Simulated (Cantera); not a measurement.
Equilibrium for sublimation and decomposition of ceramics: Si3N4 + N2

Feed: 1 mol Si3N4, 0.54 mol N2, held at 3000 K and 3.20 mbar.

Method: chemical equilibrium by Gibbs-energy minimisation in Cantera with the NASA 1993 tables (ideal gas, pure condensed phases). Candidate condensed phases: Si, Si3N4; 7 gas species. The tables' values for SiN are old estimates; treat these amounts as uncertain. Equilibrium is a limit: real reactors are often held back by kinetics, nucleation or transport.

| Property | Result |
|---|---|
| x(Si) | 0.540 |
| x(N2) | 0.458 |
| x(SiN) | 0.00112 |
| x(Si2) | 0.000428 |
| x(N) | 0.000167 |
| x(Si2N) | 1.20e-5 |
| x(Si3) | 1.02e-6 |
| gas amount | 5.535 mol |
| log10 activity of Si(l) (absent) | -1.79 |
